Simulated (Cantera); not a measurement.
A freely propagating, adiabatic, planar premixed flame of H₂ : O₂ : N₂ : H₂O = 1 : 0.847 : 4.15 : 1.1 (molar parts), equivalence ratio 0.59, unburnt at 325 K and 82.5 Torr; mixture-averaged transport, grid criteria slope 0.08 and curve 0.16, no radiation.

Computed with Cantera and the H2/O2 subset of GRI-Mech 3.0, which has no nitrogen chemistry. Burning velocities carry a grid error of a few per cent, more on coarse grids. Lean hydrogen flames are cellular in practice and burn faster than this planar one.

Predict: laminar burning velocity; thermal thickness; peak x(OH); peak x(H₂O₂); peak x(O).


| Property | Result |
|---|---|
| laminar burning velocity | 29.2 cm/s |
| thermal thickness | 7.13 mm |
| peak x(OH) | 0.00200 |
| peak x(H₂O₂) | 3.40e-5 |
| peak x(O) | 0.00156 |
